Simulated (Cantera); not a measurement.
# Formation from one mole of O2

Cantera with NASA thermochemical tables; ideal gases at 1 bar, condensed phases pure. Values are per mole of reaction as written; species without (g) are pure solids or liquids, kept so even where they would boil at 1 bar.

Zr + O2(g) = ZrO2(g)

| T (K) | ΔH° (kJ) | ΔS° (J/K) | ΔG° (kJ) | log10 K | condensed phases |
|---|---|---|---|---|---|
| 300 | -286.2 | 29.7 | -295.1 | 51.38 | Zr(α) |
| 598 | -288.1 | 25.1 | -303.1 | 26.48 | Zr(α) |
| 698 | -288.8 | 24.1 | -305.6 | 22.87 | Zr(α) |
| 798 | -289.5 | 23.2 | -308.0 | 20.16 | Zr(α) |
| 898 | -290.3 | 22.3 | -310.2 | 18.05 | Zr(α) |
| 998 | -291.2 | 21.3 | -312.4 | 16.35 | Zr(α) |
| 1098 | -292.2 | 20.3 | -314.5 | 14.96 | Zr(α) |
| 1198 | -297.1 | 16.0 | -316.3 | 13.79 | Zr(β) |
| 1298 | -297.8 | 15.4 | -317.8 | 12.79 | Zr(β) |
| 1398 | -298.7 | 14.8 | -319.3 | 11.93 | Zr(β) |
| 1498 | -299.5 | 14.2 | -320.8 | 11.19 | Zr(β) |
| 1598 | -300.5 | 13.6 | -322.2 | 10.53 | Zr(β) |

2 C + O2(g) = 2 CO(g)

```tsv
T (K)	ΔH° (kJ)	ΔS° (J/K)	ΔG° (kJ)	log10 K
300	-221.0	178.8	-274.7	47.82
598	-220.3	181.2	-328.6	28.70
698	-220.9	180.2	-346.7	25.94
798	-221.8	179.0	-364.7	23.87
898	-222.8	177.8	-382.5	22.25
998	-223.9	176.6	-400.2	20.95
1098	-225.2	175.5	-417.8	19.88
1198	-226.4	174.4	-435.3	18.98
1298	-227.7	173.3	-452.7	18.22
1398	-229.0	172.4	-470.0	17.56
1498	-230.4	171.4	-487.2	16.99
1598	-231.8	170.5	-504.3	16.48
```

2 Si + O2(g) = 2 SiO(g)

```csv
T (K),ΔH° (kJ),ΔS° (J/K),ΔG° (kJ),log10 K
300,-200.9,180.3,-255.0,44.39
598,-204.6,171.7,-307.3,26.85
698,-206.1,169.5,-324.4,24.28
798,-207.6,167.5,-341.3,22.34
898,-209.2,165.6,-357.9,20.82
998,-210.8,163.9,-374.4,19.59
1098,-212.5,162.3,-390.7,18.59
1198,-214.2,160.8,-406.9,17.74
1298,-216.1,159.3,-422.9,17.02
1398,-217.9,157.9,-438.7,16.39
1498,-219.9,156.6,-454.4,15.85
1598,-221.9,155.3,-470.0,15.36
```

Nb + O2(g) = NbO2(g)

```csv
T (K),ΔH° (kJ),ΔS° (J/K),ΔG° (kJ),log10 K
300,-200.0,31.2,-209.4,36.46
598,-202.3,25.8,-217.7,19.02
698,-202.9,24.9,-220.3,16.48
798,-203.5,24.1,-222.7,14.58
898,-204.2,23.3,-225.1,13.09
998,-204.9,22.5,-227.4,11.90
1098,-205.6,21.9,-229.6,10.92
1198,-206.4,21.2,-231.8,10.10
1298,-207.2,20.5,-233.8,9.41
1398,-208.1,19.9,-235.9,8.81
1498,-209.0,19.2,-237.8,8.29
1598,-210.0,18.6,-239.7,7.84
```
